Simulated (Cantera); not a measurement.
Charge: 1 mol Fe2O3, 0.44 mol H2, at 6.00 mbar.

Method: chemical equilibrium by Gibbs-energy minimisation in Cantera with the NASA 1993 tables (ideal gas, pure condensed phases). Candidate condensed phases: Fe, FeO, Fe(OH)2, Fe(OH)3, Fe2O3, Fe3O4, H2O; 12 gas species. Mutual solubility and eutectic melting of coexisting phases are not modelled. The tables' stoichiometric FeO is somewhat more stable than real wüstite, so its field is too wide. FeO: taken at fixed stoichiometry. Kinetics and transport are ignored. All values below are at 1748 K.

Base state: H2O 0.986, H2 0.00950, O2 0.00192, OH 0.00174, H 0.000287, Fe(OH)2 0.000105, O 4.15e-5, FeO 1.04e-5 (mole fractions); condensed: FeO(l) + Fe3O4(s).

**Question.** What changes in the equilibrium state with this change: H2 from 0.44 to 1900 mol?

**Answer.** 
| species | before | after |
|---|---|---|
| H2 | 0.00950 | 0.994 |
| H | 0.000287 | 0.00294 |
| H2O | 0.986 | 0.00157 |
| Fe | 1.00e-5 | 0.00105 |
| O2 | 0.00192 | <1e-9 |
| Fe(OH)2 | 0.000105 | <1e-9 |
| FeO(l), mol | 0.313 | 0 |
| Fe3O4(s), mol | 0.562 | 0 |

**Question.** What changes in the equilibrium state with this change: H2 from 0.44 to 1.9 mol?

**Answer.** 
```csv
species,before,after
H2O,0.986,0.526
H2,0.00950,0.471
H,0.000287,0.00202
O2,0.00192,2.23e-7
Fe,1.00e-5,0.000932
O,4.15e-5,4.47e-7
OH,0.00174,0.000132
Fe(OH)2,0.000105,5.61e-5
FeO,1.04e-5,1.04e-5
"FeO(l), mol",0.313,2.00
"Fe3O4(s), mol",0.562,0
```
